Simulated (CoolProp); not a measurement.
A simple Rankine cycle with water: condensing at 328.15 K, boiler at 2.48 MPa, turbine inlet 511.7 K, turbine efficiency 0.85, pump efficiency 0.7, no recuperator. Each further row changes one setting.

Model: reference Helmholtz-energy equation of state, Wagner 2002, in CoolProp.

| case | thermal efficiency (%) | net work (kJ/kg) | heat in (kJ/kg) | turbine exit temperature (K) | volume ratio over the turbine |
|---|---|---|---|---|---|
| as stated | 25.4 | 665 | 2620 | 328.1 | 92.8 |
| turbine inlet 531.7 K | 25.5 | ___ | 2670 | 328.1 | ___ |
| condensing temperature 320.15 K | 26.5 | ___ | 2650 | 320.1 | 133 |
| boiler pressure 1.74 MPa | 24.0 | 635 | 2650 | 328.1 | 64.7 |
| turbine efficiency 0.75 | 22.4 | ___ | 2620 | 328.1 | 96.5 |

### Question
Fill in the missing entries.

### Answer

- turbine inlet 531.7 K, net work (kJ/kg): 682
- turbine inlet 531.7 K, volume ratio over the turbine: 89.2
- condensing temperature 320.15 K, net work (kJ/kg): 703
- turbine efficiency 0.75, net work (kJ/kg): 586

The expansion ends wet for: as stated; turbine inlet 531.7 K; condensing temperature 320.15 K; boiler pressure 1.74 MPa; turbine efficiency 0.75.
